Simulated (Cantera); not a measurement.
Thermodynamics of roasting and sulfation, feed FeS2 + H2S + CO2

A closed system holds: 1 mol FeS2, 1.7 mol H2S, 1.3 mol CO2, at 1550 K and 1100 Pa.

Equilibrium computed with Cantera from the NASA thermochemical tables; the gas is ideal and each condensed phase is pure. Candidate condensed phases: C, C6H6, C7H8, C8H18, Fe, Fe(CO)5, FeO, Fe(OH)2, Fe(OH)3, FeS, FeSO4, FeS2, Fe2O3, Fe2(SO4)3, Fe3O4, H2O, H2SO4, S; 127 gas species. FeS: taken at fixed stoichiometry. The numbers say what is thermodynamically allowed, not how fast it happens.

```
Quantity                                   Result
--------------------------------------  ---------
x(S2)                                       0.284
x(CO)                                       0.219
x(H2O)                                      0.183
x(H2)                                       0.179
x(CO2)                                     0.0802
x(H2S)                                     0.0287
x(SO2)                                     0.0164
x(SH)                                     0.00442
x(SO)                                     0.00339
n(FeS(l))                               1.000 mol
gas amount                              4.329 mol
log10 activity of Fe(γ) (absent)            -1.00
log10 activity of S(l) (absent)             -2.51
log10 activity of C(graphite) (absent)      -5.55
```
